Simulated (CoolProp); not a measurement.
Vapour-liquid equilibrium of C2F6 (R116) (1) + propane (2) at 0.333 MPa; x and y are mole fractions of (1).

The numbers come from the multi-fluid Helmholtz-energy mixture model, Lemmon 2006 and Lemmon 2009; pair parameters Bell 2016 in CoolProp.

Q: Give the bubble temperature and the first vapour's composition at x = 0.05, 0.75, 0.95. Is there an azeotrope?

A: x = 0.05: 243.0 K, y = 0.498; x = 0.75: 221.8 K, y = 0.850; x = 0.95: 220.6 K, y = 0.956. No azeotrope shows between x = 0.05 and 0.95.

Pair parameters are fitted to limited data, so mixtures are less certain than the pure fluids. With so large a gap from Raoult's law the liquid may split in two, which this calculation doesn't test in full.
